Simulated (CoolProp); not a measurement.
Aqueous ethylene glycol as a coolant, at 13 °C, 1 atm.

Values from CoolProp's Melinder's fits for secondary coolants.

```csv
mass %,freezing point (°C),density (kg/m³),conductivity (W/(m K)),cp (kJ/(kg K)),Prandtl number
3.7,-1.2,1003,…,4.135,…
8.3,-2.7,1010,0.550,4.067,10.9
12.9,-4.5,1016,0.530,3.998,12.7
17.6,-6.7,…,0.510,3.924,14.7
22.2,-9.2,1029,0.490,3.845,17.1
26.9,-12.3,1036,0.471,3.758,…
31.5,-15.8,1043,0.452,3.667,22.8
36.2,-20.0,1050,0.434,…,26.3
40.8,-24.7,1056,0.417,3.473,…
45.5,-30.1,1063,0.400,3.372,…
50.1,-36.1,1069,0.384,3.273,…
```

Task: What belongs in the gaps?

Result: 
- 3.7, conductivity (W/(m K)): 0.571
- 3.7, Prandtl number: 9.52
- 17.6, density (kg/m³): 1023
- 26.9, Prandtl number: 19.8
- 36.2, cp (kJ/(kg K)): 3.570
- 40.8, Prandtl number: 30.2
- 45.5, Prandtl number: 34.9
- 50.1, Prandtl number: 40.1
